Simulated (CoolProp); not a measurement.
Model: reference Helmholtz-energy equation of state, Thol 2015, in CoolProp.

Question: Give the vapour pressure (bar), vapour density (kg/m³), enthalpy of vaporisation (kJ/kg), liquid cp (kJ/(kg K)) of saturated octamethylcyclotetrasiloxane (D4) at 43.25, 72.65, 249.05 °C.

Answer: 
| T (°C) | p (bar) | vapour density (kg/m³) | enthalpy of vaporisation (kJ/kg) | liquid cp (kJ/(kg K)) |
|---|---|---|---|---|
| 43.25 | 0.00473 | 0.0534 | 179 | 1.70 |
| 72.65 | 0.0251 | 0.260 | 168 | 1.76 |
| 249.05 | 4.78 | 43.0 | 96.2 | 2.22 |
